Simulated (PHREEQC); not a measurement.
1 kg of water holding 0.18 mol/kgw CaCl2 meets 20 L of dry gas (O2 1 by moles) at fixed total pressure, at 60 °C; fugacities by Peng-Robinson. The gases take part in no redox reaction, some water evaporates into the gas, and hydrates or a liquid gas phase aren't modelled. Nothing may precipitate in this run.

The numbers come from PHREEQC with the ion-association model, phreeqc.dat.

```
P (atm)  dissolved O2 (mol/kgw)  φ of O2
-------  ----------------------  -------
2                       0.00137    0.999
5                       0.00363    0.997
10                      0.00733    0.994
20                       0.0146    0.989
30                       0.0215    0.984
40                       0.0283    0.979
50                       0.0348    0.974
75                       0.0502    0.964
100                      0.0644    0.954
150                      0.0898    0.940
200                       0.112    0.930
300                       0.148    0.922
400                       0.177    0.928
```

Away from 25 °C the constants follow the database's enthalpies or fits; those with neither stay at their 25 °C values.
